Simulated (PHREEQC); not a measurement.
Solution (20 °C): 0.027 mol/kgw H2SeO4, 0.0015 mol/kgw H3PO4 and 0.00092 mol/kgw FeCl3. Closed to the air; pH follows from the charge balance.

Equilibrium calculation in PHREEQC: ion-association model, wateq4f.dat.

| Property | Value |
|---|---|
| pH | 1.44 |
| ionic strength | 0.0614 mol/kgw |
| total alkalinity | -57.3 meq/kg |

```tsv
species	molality	activity	log γ
H+	0.0432	0.0366	-0.072
SeO4-2	0.0152	0.00658	-0.364
HSeO4-	0.0118	0.00955	-0.091
Cl-	0.00276	0.00221	-0.097
FeH2PO4+2	0.000853	0.000382	-0.348
H3PO4	0.000520	0.000527	0.006
H2PO4-	0.000127	0.000104	-0.087
```

Precipitation was switched off in this run. Saturation is exceeded, for instance for Strengite, Hematite (slow to form); the values hold only as long as no solid forms. H3PO4, which wateq4f.dat lacks, is added to it with the constant of phreeqc.dat.
